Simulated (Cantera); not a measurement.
A closed system holds: 1 mol Ti(OiPr)4, 0.31 mol CH4, 47 mol H2, held at 2100 K and 1.00 bar.

Cantera equilibrium calculation (NASA polynomials, part measured and part estimated; ideal gas, pure solids and liquids). Candidate condensed phases: C, C6H6, C7H8, C8H18, H2O, Ti, TiC, TiO, TiO2, Ti2O3, Ti3O5, Ti4O7; 113 gas species. The feed counts by its element totals alone. TiC: taken at fixed stoichiometry. Rates play no part.

Problem. What is the equilibrium state?

Solution. 
- x(H2) = 0.934
- x(CO) = 0.0609
- x(H) = 0.00301
- x(C2H2 (acetylene)) = 0.00135
- x(CH4) = 0.000288
- x(CH3) = 1.81e-5
- x(C2H4) = 4.99e-6
- x(H2O) = 4.57e-6
- n(C(graphite)) = 7.11 mol
- n(TiC(s)) = 1.00 mol
- gas amount = 65.70 mol
- log10 activity of Ti(l) (absent) = -3.86
- log10 activity of Ti2O3(s) (absent) = -9.42
- log10 activity of Ti3O5(l) (absent) = -15.52
